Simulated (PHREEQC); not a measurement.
Dissolve 0.25 mol CuSO4, 0.00062 mol H2SO4 and 0.23 mol H3BO3 per kg of water at 25 °C. Closed to the air; pH follows from the charge balance.

Model: ion-association model, phreeqc.dat, run in PHREEQC.

Each row changes one thing in this solution. This is a speciation only: nothing precipitates in the calculation.

```tsv
case	pH	ionic strength (mol/kgw)	SO4-2 (mol/kgw)	HSO4- (mol/kgw)	H2BO3- (mol/kgw)
as made	3.56	0.466	0.116	0.000890	7.38e-7
CuSO4 replaced by Li2SO4 at the same molality	3.67	___	0.182	___	9.67e-7
temperature from 25 to 50 °C	3.72	0.456	0.114	0.00106	1.63e-6
temperature from 25 to 5 °C	3.46	0.482	0.120	0.000795	3.92e-7
temperature from 25 to 15 °C	3.51	0.473	0.118	___	5.36e-7
CuSO4 left out	2.94	0.00175	0.000566	5.44e-5	___
CuSO4 replaced by NaHSO4 at the same molality	1.14	0.397	0.0732	___	2.76e-9
```

Fill in the missing entries.


- CuSO4 replaced by Li2SO4 at the same molality, ionic strength (mol/kgw): 0.615
- CuSO4 replaced by Li2SO4 at the same molality, HSO4- (mol/kgw): 0.000960
- temperature from 25 to 15 °C, HSO4- (mol/kgw): 0.000840
- CuSO4 left out, H2BO3- (mol/kgw): 1.22e-7
- CuSO4 replaced by NaHSO4 at the same molality, HSO4- (mol/kgw): 0.158

Constants without temperature data keep their 25 °C values here.
